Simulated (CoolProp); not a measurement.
Vapour-liquid equilibrium of benzene (1) + cyclohexane (2) at 140.05 °C; x and y are mole fractions of (1).

The numbers come from the multi-fluid Helmholtz-energy mixture model, Thol 2012 and Zhou 2014; pair parameters Bell 2016 in CoolProp.

### Question
Give the bubble pressure and the first vapour's composition at x = 0.275, 0.35, 0.725. Is there an azeotrope?

### Answer
x = 0.275: 485.4 kPa, y = 0.309; x = 0.35: 491.2 kPa, y = 0.381; x = 0.725: 497.6 kPa, y = 0.710. y crosses x between x = 0.575 and 0.65: the model has an azeotrope there.

Pair parameters are fitted to limited data, so mixtures are less certain than the pure fluids.
